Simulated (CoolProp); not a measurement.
Isopentane along the isotherm 160.25 °C: Z from the reference equation and from simpler models built on Tc = 187.2 °C, pc = 3.378 MPa, ω = 0.227; each cubic takes its own stable root.

Values from CoolProp's reference Helmholtz-energy equation of state, Lemmon 2006. It is a short technical equation, of lower accuracy than the large ones.

| p (MPa) | phase | reference |
|---|---|---|
| 0.362 | gas | 0.9536 |
| 0.724 | gas | 0.9033 |
| 1.09 | gas | 0.8471 |
| 1.45 | gas | 0.7844 |
| 1.81 | gas | 0.7101 |
| 2.53 | liquid | 0.1192 |
| 2.9 | liquid | 0.1348 |
| 3.26 | liquid | 0.1499 |
| 3.62 | liquid | 0.1649 |
| 3.98 | liquid | 0.1797 |
| 4.34 | liquid | 0.1944 |
| 4.71 | liquid | 0.2094 |
| 5.07 | liquid | 0.2238 |

Q: How far does each simpler model (van der Waals, Redlich-Kwong, Peng-Robinson) lie from the reference over these 13 states: mean and median of the absolute difference, and the worst?

A: 
- van der Waals: mean 62.7 %, median 50.8 %, worst +412.5 % at 160.25 °C and 2.53 MPa
- Redlich-Kwong: mean 12.7 %, median 16.9 %, worst +25.8 % at 160.25 °C and 2.53 MPa
- Peng-Robinson: mean 2.4 %, median 1.5 %, worst +6.1 % at 160.25 °C and 2.53 MPa

At some of these states van der Waals gives the other phase, because its saturation line lies elsewhere.
